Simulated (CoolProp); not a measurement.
Vapour-liquid equilibrium of C2F6 (R116) (1) + R134a (2) at 2.46 bar; x and y are mole fractions of (1).

Values from CoolProp's multi-fluid Helmholtz-energy mixture model, Lemmon 2006 and Tillner-Roth 1994; pair parameters Bell 2016.

| x | bubble temperature, mixture model (°C) | bubble temperature, Raoult's law (°C) | y, mixture model | y, Raoult's law |
|---|---|---|---|---|
| 0.05 | -24.0 | -11.6 | 0.550 | 0.273 |
| 0.15 | -44.3 | -22.6 | 0.842 | 0.590 |
| 0.25 | -51.5 | -30.9 | 0.900 | 0.753 |
| 0.35 | -54.2 | -37.4 | 0.918 | 0.845 |
| 0.45 | -55.3 | -42.6 | 0.925 | 0.900 |
| 0.55 | -55.8 | -46.9 | 0.929 | 0.936 |
| 0.65 | -56.3 | -50.5 | 0.933 | 0.959 |
| 0.75 | -57.0 | -53.6 | 0.940 | 0.976 |
| 0.85 | -57.9 | -56.3 | 0.954 | 0.988 |
| 0.95 | -59.1 | -58.7 | 0.980 | 0.996 |

The largest gap from Raoult's law is -21.7 K in bubble temperature, at x = 0.15. No azeotrope shows between x = 0.05 and 0.95.

The pair parameters rest on a limited set of measurements; away from them the model extrapolates. With so large a gap from Raoult's law the liquid may split in two, which this calculation doesn't test in full.
